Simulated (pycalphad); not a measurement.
An equivalent pycalphad script:

```python
from pycalphad import Database, equilibrium, calculate, variables as v
import numpy as np
db = Database('COST507.tdb')
comps = ['SI', 'CU', 'VA']
phases = ['BCC_A2', 'CU19SI6_ETA', 'CU33SI7_DELTA', 'CU4SI_EPSILON', 'CU56SI11_GAMMA', 'DIAMOND_A4', 'FCC_A1', 'HCP_A3', 'LIQUID']
eq = equilibrium(db, comps, phases, {v.X('CU'): 0.099, v.T: np.arange(1850, 499, -75), v.P: 101325, v.N: 1}, output=['HM', 'SM'])
```

All values are pycalphad results on the COST 507 light-alloy database (1999) (1 atm), not direct measurements. The data set is of 1999 and partly superseded. Phase fractions are per mole of atoms. Diffusion is slow at the low end, where real alloys seldom reach equilibrium.

Results at three of the temperatures:

```
T = 1775.00 K, P = 101325 Pa, N = 1 mol of atoms
G = -85723 J/mol, H = 83585 J/mol, S = 95.38 J/(mol K)  (SER reference)
chemical potentials (J/mol): Si -78078, Cu -155307
phase             fraction      x(Si)      x(Cu)
LIQUID              1.0000     0.9010     0.0990
```

```
T = 1550.00 K, P = 101325 Pa, N = 1 mol of atoms
G = -65583 J/mol, H = 49591 J/mol, S = 74.31 J/(mol K)  (SER reference)
chemical potentials (J/mol): Si -59910, Cu -117217
phase             fraction      x(Si)      x(Cu)
DIAMOND_A4          0.5529     1.0000       none
LIQUID              0.4471     0.7786     0.2214
```

```
T = 1400.00 K, P = 101325 Pa, N = 1 mol of atoms
G = -55322 J/mol, H = 34239 J/mol, S = 63.97 J/(mol K)  (SER reference)
chemical potentials (J/mol): Si -51222, Cu -92640
phase             fraction      x(Si)      x(Cu)
DIAMOND_A4          0.7684     1.0000       none
LIQUID              0.2316     0.5725     0.4275
```

Changes of the phase set, refined by bisection:

| T (°C) | phases above | phases below |
|---|---|---|
| 1359.3 | liquid | diamond (Si) + liquid |
| 800.5 | diamond (Si) + liquid | CU19SI6_ETA + diamond (Si) |

Database names, with the compositions (at.%) that they take in these runs: CU19SI6_ETA: Cu 76 Si 24. DIAMOND_A4 is diamond (Si). An entry "none" or "no" means that the model of the phase leaves that element out. The hcp model here describes the intermediate κ phase of Cu-Si.
